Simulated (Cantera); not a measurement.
Input: 1 mol (CH3)2SiCl2, 0.33 mol C2H2, 1600 mol H2, 0.011 mol C3H8, at 13300 Pa.

These are equilibrium values from Cantera (NASA tables, ideal gas, pure condensed phases), not measurements of a reactor. Candidate condensed phases: C, C6H6, C7H8, C8H18, Si, SiC; 109 gas species. The feed counts by its element totals alone. Gases not in the tables: Si2H6 and higher silanes. The numbers say what is thermodynamically allowed, not how fast it happens.

Task: Which condensed phases are stable at each of these points (T (°C)): 1502, 1552, 1602, 1652, 1702, 1752, 1802, 1852, 1902?

Result: 
```tsv
T (°C)	condensed phases	Si condensed (%)
1502	C(graphite) + SiC(s)	99.8
1552	C(graphite) + SiC(s)	99.6
1602	C(graphite) + SiC(s)	99.2
1652	C(graphite) + SiC(s)	98.3
1702	SiC(s)	96.2
1752	SiC(s)	91.1
1802	SiC(s)	80.1
1852	SiC(s)	57.5
1902	SiC(s)	14.6
```

From 1502 °C to 1652 °C the condensed part is C(graphite) + SiC(s). From 1702 °C to 1902 °C the condensed part is SiC(s).
